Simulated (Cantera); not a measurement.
A Cantera script and what it prints.

```python
import numpy as np
import cantera as ct

gas_names = [...]  # 123 gases of nasa_gas.yaml made of C, H, O, Si
cond_names = """
    C(gr) C6H6(L) C7H8(L) C8H18(L),n-octa H2O(s) H2O(L) Si(cr) Si(L) SiC(b) SiO2(Lqz) SiO2(hqz) SiO2(L)
""".split()


# ... load() reads the species with a 1 bar reference pressure and builds the phases ...
atoms = {
    'TEOS': {'Si': 1, 'C': 8, 'H': 20, 'O': 4},
    'O2': {'O': 2},
}
top_T = {'C(gr)': 4500, 'SiC(b)': 3050}  # K; cautious upper limits of use, not melting points


# ... equilibrate(T, P, feed) seeds the gas with the atoms and calls Mixture.equilibrate('TP', solver="vcs", rtol=1e-11, max_steps=5000) ...
results = []
feed = {'TEOS': 1, 'O2': 0.16}  # mol
P = 360  # Pa
for T in [875, 950, 1025, 1100, 1175, 1250, 1325, 1400, 1475, 1550, 1625]:
    mix = equilibrate(T, P, feed)
    results.append((T, P, feed, dict(zip(mix.species_names, mix.species_moles))))
    x = sorted(zip(gas.X, gas.species_names), reverse=True)
    print(f"T = {T:g} K  P = {P:g} Pa  gas = {mix.phase_moles(0):.4g} mol")
    print("   x: " + "  ".join(f"{s} {v:.3e}" for v, s in x if v > 1e-05))
    print("   condensed (mol): " + ("  ".join(f"{mix.phase(i).name} {mix.phase_moles(i):.4g}"
          for i in range(1, mix.n_phases) if mix.phase_moles(i) > 1e-12) or "none"))
```

Output:

```
T = 875 K  P = 360 Pa  gas = 12.26 mol
   x: H2 8.111e-01  CO 1.843e-01  H2O 2.194e-03  CO2 1.316e-03  CH4 1.034e-03
   condensed (mol): C(gr) 5.71  SiO2(hqz) 1
T = 950 K  P = 360 Pa  gas = 12.31 mol
   x: H2 8.113e-01  CO 1.876e-01  H2O 5.117e-04  CH4 3.972e-04  CO2 2.120e-04
   condensed (mol): C(gr) 5.684  SiO2(hqz) 1
T = 1025 K  P = 360 Pa  gas = 12.32 mol
   x: H2 8.115e-01  CO 1.881e-01  CH4 1.742e-04  H2O 1.458e-04  CO2 4.384e-05
   condensed (mol): C(gr) 5.68  SiO2(hqz) 1
T = 1100 K  P = 360 Pa  gas = 12.32 mol
   x: H2 8.116e-01  CO 1.883e-01  CH4 8.512e-05  H2O 4.921e-05  CO2 1.126e-05
   condensed (mol): C(gr) 5.68  SiO2(hqz) 1
T = 1175 K  P = 360 Pa  gas = 12.32 mol
   x: H2 8.116e-01  CO 1.883e-01  CH4 4.541e-05  H2O 1.907e-05
   condensed (mol): C(gr) 5.68  SiO2(hqz) 1
T = 1250 K  P = 360 Pa  gas = 12.32 mol
   x: H2 8.116e-01  CO 1.883e-01  CH4 2.607e-05
   condensed (mol): C(gr) 5.68  SiO2(hqz) 0.9999
T = 1325 K  P = 360 Pa  gas = 13.55 mol
   x: H2 7.380e-01  CO 2.618e-01  SiO 2.233e-04  H 2.341e-05  CH4 1.316e-05
   condensed (mol): C(gr) 3.841  SiC(b) 0.6119  SiO2(hqz) 0.3851
T = 1400 K  P = 360 Pa  gas = 14.32 mol
   x: H2 6.983e-01  CO 3.013e-01  SiO 3.768e-04  H 6.774e-05
   condensed (mol): C(gr) 2.691  SiC(b) 0.9946
T = 1475 K  P = 360 Pa  gas = 14.32 mol
   x: H2 6.982e-01  CO 3.011e-01  SiO 5.306e-04  H 1.806e-04
   condensed (mol): C(gr) 2.695  SiC(b) 0.9924
T = 1550 K  P = 360 Pa  gas = 14.32 mol
   x: H2 6.979e-01  CO 3.009e-01  SiO 7.221e-04  H 4.385e-04  C2H2,acetylene 1.120e-05
   condensed (mol): C(gr) 2.7  SiC(b) 0.9897
T = 1625 K  P = 360 Pa  gas = 14.33 mol
   x: H2 6.975e-01  CO 3.006e-01  H 9.820e-04  SiO 9.541e-04  C2H2,acetylene 2.480e-05
   condensed (mol): C(gr) 2.707  SiC(b) 0.9863
```

Cantera equilibrium calculation (NASA polynomials, part measured and part estimated; ideal gas, pure solids and liquids). The feed counts by its element totals alone. Mutual solubility and eutectic melting of coexisting phases are not modelled. The tables hold silica as quartz up to 1696 K and as liquid above; real silica turns to tridymite and cristobalite and melts near 1996 K.
